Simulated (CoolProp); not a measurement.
Aqueous ammonia as a coolant, 4 % by mass, freezing at -4.8 °C, 1 atm.

Model: Melinder's fits for secondary coolants, in CoolProp.

| T (°C) | conductivity (W/(m K)) | Prandtl number | viscosity (mPa s) | density (kg/m³) |
|---|---|---|---|---|
| -2.2 | 0.525 | 17.0 | 2.12 | 984.1 |
| 1 | 0.533 | 14.8 | 1.87 | 984.0 |
| 4.2 | 0.540 | 13.0 | 1.68 | 983.8 |
| 7.4 | 0.547 | 11.7 | 1.52 | 983.4 |
| 10.6 | 0.552 | 10.5 | 1.38 | 983.0 |
| 13.9 | 0.558 | 9.52 | 1.27 | 982.4 |
| 17.1 | 0.563 | 8.70 | 1.17 | 981.7 |
| 20.3 | 0.568 | 7.97 | 1.08 | 980.9 |
| 23.5 | 0.574 | 7.31 | 1.00 | 980.0 |
| 26.7 | 0.579 | 6.70 | 0.927 | 979.1 |
